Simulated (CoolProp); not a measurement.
Vapour-liquid equilibrium of R134a (1) + methanol (2) at 0.00998 MPa; x and y are mole fractions of (1).

Values from CoolProp's multi-fluid Helmholtz-energy mixture model, Tillner-Roth 1994 and de Reuck 1993; pair parameters Bell 2016.

Give the bubble temperature and the first vapour's composition at x = 0.125, 0.65, 0.8. Is there an azeotrope?

x = 0.125: 217.5 K, y = 0.996; x = 0.65: 210.3 K, y = 0.998; x = 0.8: 208.8 K, y = 0.999. No azeotrope shows between x = 0.05 and 0.95.

Pair parameters are fitted to limited data, so mixtures are less certain than the pure fluids. With so large a gap from Raoult's law the liquid may split in two, which this calculation doesn't test in full.
